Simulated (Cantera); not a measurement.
A closed system holds: 1 mol CH2F2, 0.35 mol HCl, 4.2 mol H2, equilibrated at 3425 K and 1330 Pa.

Equilibrium computed with Cantera from the NASA thermochemical tables; the gas is ideal and each condensed phase is pure. Candidate condensed phases: C, C6H6, C7H8, C8H18; 118 gas species. The numbers say what is thermodynamically allowed, not how fast it happens.

Base state: H 0.723, HF 0.128, F 0.0397, C 0.0283, H2 0.0283, Cl 0.0280, C3 0.0124, C2 0.00630 (mole fractions); condensed: gas only.

Question: What changes in the equilibrium state with this change: temperature from 3425 K to 2425 K?

Answer: 
| species | before | after |
|---|---|---|
| H2 | 0.0283 | 0.544 |
| HF | 0.128 | 0.287 |
| H | 0.723 | 0.114 |
| C | 0.0283 | 4.31e-6 |
| C3 | 0.0124 | 1.12e-5 |
| F | 0.0397 | 0.000103 |
| HCl | 0.00165 | 0.0437 |
| Cl | 0.0280 | 0.00653 |
| C2 | 0.00630 | 1.02e-6 |
| C4 | 2.66e-5 | 5.09e-9 |
| C(graphite), mol | 0 | 0.939 |

Question: What changes in the equilibrium state with this change: CH2F2 replaced by CH3F?

Answer: 
```json
[
 {"species": "H", "before": "0.723", "after": "0.808"},
 {"species": "HF", "before": "0.128", "after": "0.0622"},
 {"species": "H2", "before": "0.0283", "after": "0.0353"},
 {"species": "F", "before": "0.0397", "after": "0.0173"},
 {"species": "C3", "before": "0.0124", "after": "0.0116"},
 {"species": "Cl", "before": "0.0280", "after": "0.0264"},
 {"species": "C", "before": "0.0283", "after": "0.0277"},
 {"species": "CF", "before": "0.00214", "after": "0.000913"},
 {"species": "C2H2 (acetylene)", "before": "0.000243", "after": "0.000291"}
]
```
